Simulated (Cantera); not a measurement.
Thermodynamics of boron, boron nitride and boron oxide, feed B2H6 + H2 + H2O

Feed: 1 mol B2H6, 12 mol H2, a varied amount of H2O, held at 22.0 Pa.

Method: chemical equilibrium by Gibbs-energy minimisation in Cantera with the NASA 1993 tables (ideal gas, pure condensed phases). Candidate condensed phases: B, B2O3, B3O3H3, H2O; 23 gas species. The feed counts by its element totals alone. Rates play no part.

Q: Map the stable condensed phases over T = 1500, 1550, 1600, 1650, 1700, 1750, 1800, 1850, 1900, 1950, 2000, 2050 °C and n(H2O) in mol = 0.68, 1.4, 2.1, 2.8, 3.6, 4.3, 5, 5.7, 6.4, 7.2, 7.9.

A: 
```
T in °C \ n(H2O) in mol
         0.68  1.4  2.1  2.8  3.6  4.3    5  5.7  6.4  7.2  7.9
   2050     A    A    A    A    A    A    A    A    A    A    A
   2000     B    A    A    A    A    A    A    A    A    A    A
   1950     B    B    A    A    A    A    A    A    A    A    A
   1900     B    B    A    A    A    A    A    A    A    A    A
   1850     B    B    A    A    A    A    A    A    A    A    A
   1800     B    B    A    A    A    A    A    A    A    A    A
   1750     B    B    A    A    A    A    A    A    A    A    A
   1700     B    B    A    A    A    A    A    A    A    A    A
   1650     B    B    A    A    A    A    A    A    A    A    A
   1600     B    B    A    A    A    A    A    A    A    A    A
   1550     B    B    A    A    A    A    A    A    A    A    A
   1500     B    B    A    A    A    A    A    A    A    A    A
```
A: gas only; B: B.
